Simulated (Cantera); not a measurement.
A freely propagating, adiabatic, planar premixed flame of CO : H2 : O2 : N2 = 1 : 0.17 : 0.45 : 1.17 (molar parts), unburnt at 425 K and 120000 Pa; mixture-averaged transport, grid criteria slope 0.08 and curve 0.16, no radiation.

Model: GRI-Mech 3.0 (53 species, 325 reactions), integrated in Cantera. Burning velocities carry a grid error of a few per cent, more on coarse grids.

Task: How do the results move with these cheaper or finer settings: unity-Lewis-number transport; multicomponent transport; multicomponent+Soret transport; grid criteria slope 0.5, curve 1; grid criteria slope 0.25, curve 0.5; grid criteria slope 0.03, curve 0.06?

Result: 
```tsv
setting	laminar burning velocity	thermal thickness	peak x(OH)	peak x(HO2)	grid points
as above	183 cm/s	0.436 mm	0.0108	0.000437	134
unity-Lewis-number transport	124 cm/s	0.353 mm	0.0109	0.000244	133
multicomponent transport	181 cm/s	0.434 mm	0.0108	0.000439	134
multicomponent+Soret transport	171 cm/s	0.434 mm	0.0107	0.000431	134
grid criteria slope 0.5, curve 1	201 cm/s	0.565 mm	0.0111	0.000394	37
grid criteria slope 0.25, curve 0.5	184 cm/s	0.464 mm	0.0108	0.000421	65
grid criteria slope 0.03, curve 0.06	182 cm/s	0.427 mm	0.0108	0.000442	308
```
The base run took about 15 core-seconds (a rough figure).
Unity Lewis numbers drop preferential diffusion, which matters most where H2 and H carry the flame; Soret adds thermal diffusion.
